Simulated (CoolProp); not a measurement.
Vapour-liquid equilibrium of acetone (1) + cyclohexane (2) at 0.0328 MPa; x and y are mole fractions of (1).

Values from CoolProp's multi-fluid Helmholtz-energy mixture model, Lemmon 2006 and Zhou 2014; pair parameters Bell 2016.

```csv
x,"bubble temperature, mixture model (°C)","bubble temperature, Raoult's law (°C)","y, mixture model","y, Raoult's law"
0.05,36.0,45.7,0.386,0.107
0.125,28.8,43.5,0.569,0.246
0.2,26.0,41.4,0.632,0.364
0.275,24.9,39.5,0.658,0.466
0.35,24.4,37.8,0.670,0.554
0.425,24.2,36.1,0.676,0.631
0.5,24.1,34.6,0.682,0.699
0.575,24.0,33.2,0.690,0.759
0.65,23.8,31.9,0.703,0.812
0.725,23.8,30.6,0.725,0.860
0.8,23.9,29.4,0.760,0.903
0.875,24.3,28.3,0.816,0.943
0.95,25.3,27.2,0.907,0.978
```

The largest gap from Raoult's law is -15.4 K in bubble temperature, at x = 0.2. y crosses x between x = 0.65 and 0.725: the model has an azeotrope there.

Pair parameters are fitted to limited data, so mixtures are less certain than the pure fluids. With so large a gap from Raoult's law the liquid may split in two, which this calculation doesn't test in full.
